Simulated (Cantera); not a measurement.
An adiabatic, constant-pressure homogeneous reactor starts with CH4 : C2H6 : C3H8 : O2 : N2 = 1 : 0.18 : 1.3 : 21.2 : 79.8 (molar parts), at 1400 K and 100000 Pa.

Cantera simulation using GRI-Mech 3.0 (53 species, 325 reactions); the numbers are that mechanism's predictions, not measurements. GRI-Mech 3.0 was tuned for natural gas; its chemistry of propane as a main component is partial and can be far from experiment.

x: mole fraction; the columns are a selection and need not sum to one.

| t (s) | T (K) | x CH4 | x C2H6 | x C3H8 | x CH3 | x H2O | x CH2 | x O2 |
|---|---|---|---|---|---|---|---|---|
| 5.00e-6 | 1400 | 0.00966 | 0.00174 | 0.0125 | 4.22e-5 | 5.19e-6 | 4.64e-10 | 0.205 |
| 1.18e-5 | 1399 | 0.00966 | 0.00173 | 0.0124 | ___ | ___ | ___ | 0.205 |
| 2.77e-5 | 1398 | 0.00963 | 0.00172 | 0.0122 | 0.000287 | 0.000148 | 1.67e-8 | 0.205 |
| 6.52e-5 | 1399 | 0.00954 | 0.00178 | 0.0112 | 0.000544 | 0.000821 | 6.09e-8 | 0.204 |
| 0.000153 | 1418 | 0.00897 | 0.00183 | 0.00691 | 0.000764 | 0.00530 | 4.15e-7 | 0.198 |
| 0.000361 | 2118 | <1e-12 | <1e-12 | <1e-12 | <1e-12 | 0.0636 | <1e-12 | 0.112 |
| 0.000850 | 2258 | <1e-12 | <1e-12 | <1e-12 | <1e-12 | 0.0692 | <1e-12 | 0.113 |
| 0.00200 | 2285 | <1e-12 | <1e-12 | <1e-12 | <1e-12 | 0.0705 | <1e-12 | 0.114 |
| 0.00471 | 2286 | <1e-12 | <1e-12 | <1e-12 | <1e-12 | 0.0706 | <1e-12 | 0.113 |
| 0.0111 | 2285 | <1e-12 | <1e-12 | <1e-12 | <1e-12 | 0.0706 | <1e-12 | 0.113 |
| 0.0261 | 2282 | <1e-12 | <1e-12 | <1e-12 | <1e-12 | 0.0706 | <1e-12 | 0.113 |
| 0.0614 | 2278 | <1e-12 | <1e-12 | <1e-12 | <1e-12 | 0.0707 | <1e-12 | 0.111 |
| 0.144 | 2272 | <1e-12 | <1e-12 | <1e-12 | <1e-12 | 0.0708 | <1e-12 | 0.110 |
| 0.340 | 2267 | <1e-12 | <1e-12 | <1e-12 | <1e-12 | 0.0708 | <1e-12 | 0.109 |
| 0.800 | 2267 | <1e-12 | <1e-12 | <1e-12 | <1e-12 | 0.0708 | <1e-12 | 0.109 |

Task: Fill in the missing entries.

Result: 
- 1.18e-5, x CH3: 0.000114
- 1.18e-5, x H2O: 2.59e-5
- 1.18e-5, x CH2: 2.44e-9
